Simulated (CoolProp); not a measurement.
Vapour-liquid equilibrium of CH2F2 (R32) (1) + propylene (2) at 0.432 MPa; x and y are mole fractions of (1).

Values from CoolProp's multi-fluid Helmholtz-energy mixture model, Tillner-Roth 1997 and Lemmon 2013; pair parameters Bell 2016.

Q: Give the bubble temperature and the first vapour's composition at x = 0.05, 0.8, 0.95. Is there an azeotrope?

A: x = 0.05: 258.8 K, y = 0.167; x = 0.8: 248.6 K, y = 0.692; x = 0.95: 252.0 K, y = 0.869. y crosses x between x = 0.5 and 0.65: the model has an azeotrope there.

The pair parameters rest on a limited set of measurements; away from them the model extrapolates.
